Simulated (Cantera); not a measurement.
Low-pressure radical oxidation in H2/O2

An isothermal, constant-pressure homogeneous reactor starts with 0.130 % H2, 99.9 % O2, at 1225 K and 2670 Pa.

Model: GRI-Mech 3.0 (53 species, 325 reactions), integrated in Cantera. Radical loss at walls, strong at low pressure, is not modelled.

| t (s) | x H2 | x O2 | x O | x HO2 | x OH | x H2O2 |
|---|---|---|---|---|---|---|
| 2.00e-5 | 0.00130 | 0.999 | 2.92e-11 | 7.58e-11 | 2.92e-11 | <1e-12 |
| 5.64e-5 | 0.00130 | 0.999 | 1.47e-10 | 2.14e-10 | 1.46e-10 | <1e-12 |
| 0.000159 | 0.00130 | 0.999 | 5.51e-10 | 6.04e-10 | 5.37e-10 | <1e-12 |
| 0.000448 | 0.00130 | 0.999 | 1.89e-9 | 1.70e-9 | 1.75e-9 | <1e-12 |
| 0.00126 | 0.00130 | 0.999 | 7.47e-9 | 4.80e-9 | 6.31e-9 | <1e-12 |
| 0.00356 | 0.00130 | 0.999 | 5.15e-8 | 1.37e-8 | 3.89e-8 | 5.15e-12 |
| 0.0100 | 0.00129 | 0.999 | 2.67e-6 | 5.02e-8 | 1.94e-6 | 3.59e-11 |
| 0.0283 | 5.94e-5 | 0.998 | 0.00106 | 3.80e-7 | 0.000204 | 1.23e-8 |
| 0.0797 | 6.79e-7 | 0.998 | 0.00102 | 2.12e-7 | 0.000107 | 3.91e-9 |
| 0.225 | 4.92e-7 | 0.998 | 0.000736 | 1.78e-7 | 9.08e-5 | 3.55e-9 |
| 0.634 | 2.44e-7 | 0.998 | 0.000362 | 1.20e-7 | 6.41e-5 | 2.71e-9 |
| 1.79 | 7.32e-8 | 0.999 | 0.000109 | 5.89e-8 | 3.53e-5 | 1.39e-9 |
| 5.03 | 1.50e-8 | 0.999 | 2.23e-5 | 2.06e-8 | 1.61e-5 | 4.15e-10 |
| 14.2 | 2.76e-9 | 0.999 | 4.13e-6 | 6.03e-9 | 6.95e-6 | 9.05e-11 |
| 40.0 | 5.82e-10 | 0.999 | 8.79e-7 | 2.65e-9 | 3.21e-6 | 2.06e-11 |
x: mole fraction; the columns are a selection and need not sum to one.

Equilibrium at this temperature and pressure: H2 1.69e-10, O2 0.999, O 2.59e-7, HO2 2.61e-9, OH 1.74e-6, H2O2 6.32e-12 (gas phase only).
